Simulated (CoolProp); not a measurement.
Vapour-liquid equilibrium of n-heptane (1) + n-dodecane (2) at 0.427 bar; x and y are mole fractions of (1).

Computed with CoolProp (multi-fluid Helmholtz-energy mixture model, Span 2003 and Lemmon 2004; pair parameters Bell 2016).

| x | bubble temperature, mixture model (K) | bubble temperature, Raoult's law (K) | y, mixture model | y, Raoult's law |
|---|---|---|---|---|
| 0.05 | ___ | 432.6 | ___ | 0.535 |
| 0.2 | ___ | 395.0 | 0.887 | 0.901 |
| 0.35 | 377.1 | 376.7 | ___ | 0.964 |
| 0.5 | ___ | 365.3 | ___ | 0.984 |
| 0.65 | ___ | 357.2 | ___ | 0.993 |
| 0.8 | 351.0 | 351.0 | 0.997 | 0.997 |
| 0.95 | 346.1 | 346.1 | 0.999 | 0.999 |

Complete the blanks.


- 0.05, bubble temperature, mixture model (K): 436.4
- 0.05, y, mixture model: 0.466
- 0.2, bubble temperature, mixture model (K): 397.3
- 0.35, y, mixture model: 0.961
- 0.5, bubble temperature, mixture model (K): 365.0
- 0.5, y, mixture model: 0.983
- 0.65, bubble temperature, mixture model (K): 356.9
- 0.65, y, mixture model: 0.992

The largest gap from Raoult's law is +3.8 K in bubble temperature, at x = 0.05. No azeotrope shows between x = 0.05 and 0.95.

The pair parameters rest on a limited set of measurements; away from them the model extrapolates. The gap from Raoult's law changes sign with composition, which may be real or a fault of the pair parameters; it wasn't checked against measurements.
